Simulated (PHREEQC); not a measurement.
## Acid mine or pickling water: speciation

Model water analysis in mmol/kgw, 20 °C, pH 2.08, pe 11.2:

```json
[
 {"constituent": "Na", "mmol/kgw": "83"},
 {"constituent": "K", "mmol/kgw": "4.51"},
 {"constituent": "Ca", "mmol/kgw": "2.17"},
 {"constituent": "Mg", "mmol/kgw": "2.08"},
 {"constituent": "Cl", "mmol/kgw": "25.7"},
 {"constituent": "S(6)", "mmol/kgw": "45"},
 {"constituent": "Fe(3)", "mmol/kgw": "0.028"},
 {"constituent": "Zn", "mmol/kgw": "0.0104"},
 {"constituent": "Si", "mmol/kgw": "0.0155"},
 {"constituent": "Cd", "mmol/kgw": "0.472"},
 {"constituent": "P", "mmol/kgw": "0.05"}
]
```

Valence states are taken as typed.

Model: ion-association model, wateq4f.dat, run in PHREEQC.

Each row changes one thing in this solution. This is a speciation only: nothing precipitates in the calculation.

```tsv
case	ionic strength (mol/kgw)	H2PO4- (mol/kgw)	H3PO4 (mol/kgw)	FeH2PO4+2 (mol/kgw)	MgH2PO4+ (mol/kgw)	CaH2PO4+ (mol/kgw)	SI of Goethite (FeOOH)	SI of Strengite (FePO4:2H2O)
as made	0.130	2.53e-5	2.19e-5	2.21e-6	3.37e-7	2.71e-7	+0.23	-0.61
P from 0.05 to 0.1 mmol/kgw	0.130	5.08e-5	4.39e-5	4.11e-6	6.76e-7	5.43e-7	+0.20	-0.34
temperature from 20 to 25 °C at the same typed pH	0.129	2.47e-5	2.27e-5	2.01e-6	3.46e-7	2.88e-7	+0.38	-0.57
```

Species that the database lacks are ignored. Some of these states are supersaturated (in Hematite (slow to form), Goethite (slow to form), for instance). H3PO4, which wateq4f.dat lacks, is added to it with the constant of phreeqc.dat. The database has no phosphate complexes of Zn, Cd.
